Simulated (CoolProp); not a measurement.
Model: reference Helmholtz-energy equation of state, Lemmon 2006, in CoolProp. It is a short technical equation, of lower accuracy than the large ones.

Question: Give the vapour pressure (kPa), liquid density (kg/m³), enthalpy of vaporisation (kJ/kg), surface tension (mN/m) of saturated C2F6 (R116) at 235.1, 246.6, 254.3 K.

Answer: 
```csv
T (K),p (kPa),liquid density (kg/m³),enthalpy of vaporisation (kJ/kg),surface tension (mN/m)
235.1,579,1410,96.4,5.82
246.6,853,1340,88.5,4.43
254.3,1080,1290,82.5,3.54
```

Surface tension comes from a separate correlation (Mulero 2012).
